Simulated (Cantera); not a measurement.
Charge: 1 mol SiC, 0.0084 mol O2, 150 mol H2, held at 2200 K.

Equilibrium computed with Cantera from the NASA thermochemical tables; the gas is ideal and each condensed phase is pure. Candidate condensed phases: C, C6H6, C7H8, C8H18, H2O, Si, SiC, SiO2; 123 gas species. Gases not in the tables: Si2H6 and higher silanes. Equilibrium is a limit: real reactors are often held back by kinetics, nucleation or transport.

x: gas mole fraction; n: condensed amount in mol.

```json
[
 {"P (Pa)": "0.100", "x H2": "0.0294", "x H": "0.965", "x Si": "0.00329", "x C2H2 (acetylene)": "___", "x C": "0.000967", "n C(graphite)": "0", "n SiC(s)": "0"},
 {"P (Pa)": "2.50", "x H2": "0.339", "x H": "0.656", "x Si": "0.00405", "x C2H2 (acetylene)": "___", "x C": "6.11e-5", "n C(graphite)": "0.308", "n SiC(s)": "0"},
 {"P (Pa)": "63", "x H2": "0.792", "x H": "0.200", "x Si": "0.00534", "x C2H2 (acetylene)": "___", "x C": "2.42e-6", "n C(graphite)": "0.115", "n SiC(s)": "0"},
 {"P (Pa)": "1600", "x H2": "0.951", "x H": "0.0434", "x Si": "0.00307", "x C2H2 (acetylene)": "___", "x C": "7.68e-8", "n C(graphite)": "0", "n SiC(s)": "0.408"},
 {"P (Pa)": "40000", "x H2": "0.990", "x H": "0.00886", "x Si": "0.000335", "x C2H2 (acetylene)": "___", "x C": "1.13e-9", "n C(graphite)": "0", "n SiC(s)": "0.910"},
 {"P (Pa)": "1000000", "x H2": "0.997", "x H": "0.00178", "x Si": "3.45e-5", "x C2H2 (acetylene)": "___", "x C": "1.75e-11", "n C(graphite)": "0", "n SiC(s)": "0.935"}
]
```

Problem. Complete the blanks.

Solution. 
- 0.100, x C2H2 (acetylene): 3.02e-5
- 2.50, x C2H2 (acetylene): 0.000868
- 63, x C2H2 (acetylene): 0.00203
- 1600, x C2H2 (acetylene): 0.00158
- 40000, x C2H2 (acetylene): 0.000221
- 1000000, x C2H2 (acetylene): 3.36e-5
